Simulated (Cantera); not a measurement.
Charge: 1 mol Ti, 0.05 mol O2, 1.6 mol H2, equilibrated at 1625 °C and 14.0 mbar.

These are equilibrium values from Cantera (NASA tables, ideal gas, pure condensed phases), not measurements of a reactor. Candidate condensed phases: H2O, Ti, TiO, TiO2, Ti2O3, Ti3O5, Ti4O7; 12 gas species. Mutual solubility and eutectic melting of coexisting phases are not modelled. TiO: taken at fixed stoichiometry. Condensed phases not in the tables: N, O or C dissolved in the metal. Rates play no part.

Q: What is the equilibrium state?

A: 
```
Item                                      Value
-----------------------------------  ----------
x(H2)                                     0.993
x(H)                                    0.00658
x(Ti)                                  0.000168
x(TiO)                                  8.42e-6
n(Ti(β))                              0.900 mol
n(TiO(s))                            0.1000 mol
gas amount                            1.606 mol
log10 activity of Ti2O3(s) (absent)       -2.44
log10 activity of Ti3O5(s) (absent)       -5.46
log10 activity of Ti4O7(s) (absent)       -8.98
```
